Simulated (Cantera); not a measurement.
Source: NASA polynomial tables (part measured, part estimated), evaluated in Cantera. Values are per mole of reaction as written; species without (g) are pure solids or liquids, kept so even where they would boil at 1 bar.

2 CsOH → O2(g) + 2 H(g) + 2 Cs(g)

```tsv
T (K)	ΔH° (kJ)	ΔS° (J/K)	ΔG° (kJ)	log10 K
598	(withheld)	(withheld)	(withheld)	(withheld)
648	(withheld)	(withheld)	(withheld)	(withheld)
698	(withheld)	(withheld)	(withheld)	(withheld)
748	1379.0	503.7	1002.3	-69.99
798	1376.7	500.7	977.2	-63.96
848	1374.4	497.9	952.2	-58.65
898	1372.1	495.2	927.4	-53.94
948	(withheld)	(withheld)	(withheld)	(withheld)
```

Question: Fill in the missing entries.

Answer: 
- 598, ΔH° (kJ): 1386.1
- 598, ΔS° (J/K): 514.3
- 598, ΔG° (kJ): 1078.6
- 598, log10 K: -94.21
- 648, ΔH° (kJ): 1383.7
- 648, ΔS° (J/K): 510.4
- 648, ΔG° (kJ): 1053.0
- 648, log10 K: -84.88
- 698, ΔH° (kJ): 1381.4
- 698, ΔS° (J/K): 506.9
- 698, ΔG° (kJ): 1027.5
- 698, log10 K: -76.89
- 948, ΔH° (kJ): 1369.8
- 948, ΔS° (J/K): 492.8
- 948, ΔG° (kJ): 902.7
- 948, log10 K: -49.74
